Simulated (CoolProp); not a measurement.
Vapour-liquid equilibrium of hydrogen chloride (1) + n-butane (2) at 4.34 bar; x and y are mole fractions of (1).

Model: multi-fluid Helmholtz-energy mixture model, Thol 2018 and Bücker 2006; pair parameters Bell 2016, in CoolProp.

```tsv
x	bubble temperature (K)	y at the bubble point	dew temperature at overall composition x (K)	liquid density (mol/L)
0.05	289.4	0.570	?	10.35
0.125	259.6	0.863	313.0	11.51
0.2	?	0.936	309.7	12.49
0.275	235.4	0.960	306.2	13.42
0.35	230.7	0.971	302.4	14.36
0.425	227.9	0.976	298.4	15.37
0.5	226.2	0.979	294.0	16.47
0.575	225.1	0.981	289.1	17.71
0.65	?	?	283.4	?
0.725	223.3	0.985	?	20.78
0.8	222.2	0.987	268.6	22.74
0.875	?	0.991	?	25.11
0.95	219.5	0.996	239.4	28.02
```

Fill in the missing entries.


- 0.05, dew temperature at overall composition x (K): 316.1
- 0.2, bubble temperature (K): 243.9
- 0.65, bubble temperature (K): 224.2
- 0.65, y at the bubble point: 0.983
- 0.65, liquid density (mol/L): 19.13
- 0.725, dew temperature at overall composition x (K): 276.8
- 0.875, bubble temperature (K): 221.0
- 0.875, dew temperature at overall composition x (K): 257.6

No azeotrope shows between x = 0.05 and 0.95.

The pair parameters rest on a limited set of measurements; away from them the model extrapolates. With so large a gap from Raoult's law the liquid may split in two, which this calculation doesn't test in full.
